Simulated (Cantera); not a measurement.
Charge: 1 mol Si2Cl6, 170 mol H2, 0.086 mol HCl, held at 1173.15 K and 0.270 bar.

Method: chemical equilibrium by Gibbs-energy minimisation in Cantera with the NASA 1993 tables (ideal gas, pure condensed phases). Candidate condensed phases: Si; 19 gas species. The feed counts by its element totals alone. The tables' values for SiCl3 are old estimates; treat these amounts as uncertain. Kinetics and transport are ignored.

Base state: H2 0.975, HCl 0.0203, SiHCl3 0.00173, SiCl4 0.00155, SiCl2 0.000964, SiCl3 0.000389, SiH2Cl2 0.000247 (mole fractions); condensed: Si(s).

Task: What changes in the equilibrium state with this change: H2 from 170 to 650 mol?

Result: 
```json
[
 {"species": "H2", "before": "0.975", "after": "0.991"},
 {"species": "HCl", "before": "0.0203", "after": "0.00832"},
 {"species": "SiCl2", "before": "0.000964", "after": "0.000159"},
 {"species": "SiHCl3", "before": "0.00173", "after": "0.000117"},
 {"species": "SiCl4", "before": "0.00155", "after": "4.19e-5"},
 {"species": "SiCl3", "before": "0.000389", "after": "2.60e-5"},
 {"species": "Si(s), mol", "before": "1.16", "after": "1.75"}
]
```

Task: What changes in the equilibrium state with this change: temperature from 1173.15 K to 1798 K?

Result: 
| species | before | after |
|---|---|---|
| H2 | 0.975 | 0.967 |
| HCl | 0.0203 | 0.0295 |
| SiCl2 | 0.000964 | 0.00278 |
| SiCl | <1e-9 | 1.56e-5 |
| Si | <1e-9 | 1.14e-5 |
| SiCl4 | 0.00155 | 2.83e-7 |
| SiH2 | 6.66e-9 | 2.85e-5 |
| Si(s), mol | 1.16 | 0 |
| Si(l), mol | 0 | 1.50 |
The tables' values for SiCl3, SiCl are old estimates; treat these amounts as uncertain. Gases not in the tables: Si2H6 and higher silanes.
